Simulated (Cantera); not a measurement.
Input: 1 mol Si, a varied amount of Br2, equilibrated at 1623.15 K and 2.50 Pa.

Method: chemical equilibrium by Gibbs-energy minimisation in Cantera with the NASA 1993 tables (ideal gas, pure condensed phases). Candidate condensed phases: Br2, Si; 9 gas species. The numbers say what is thermodynamically allowed, not how fast it happens.

### Question
Which condensed phases are stable at each of these points (n(Br2) (mol)): 0.69, 1.4, 2.1, 2.8, 3.5, 4.2, 4.9, 5.6, 6.3, 7, 7.7, 8.5, 9.2?

### Answer
```
n(Br2) (mol)  condensed phases  Si condensed (%)
------------  ----------------  ----------------
0.69                     Si(s)              48.0
1.4                   gas only               0.0
2.1                   gas only               0.0
2.8                   gas only               0.0
3.5                   gas only               0.0
4.2                   gas only               0.0
4.9                   gas only               0.0
5.6                   gas only               0.0
6.3                   gas only               0.0
7                     gas only               0.0
7.7                   gas only               0.0
8.5                   gas only               0.0
9.2                   gas only               0.0
```

At 0.69 mol Br2 the condensed part is Si(s). From 1.4 mol Br2 to 9.2 mol Br2 nothing is condensed.
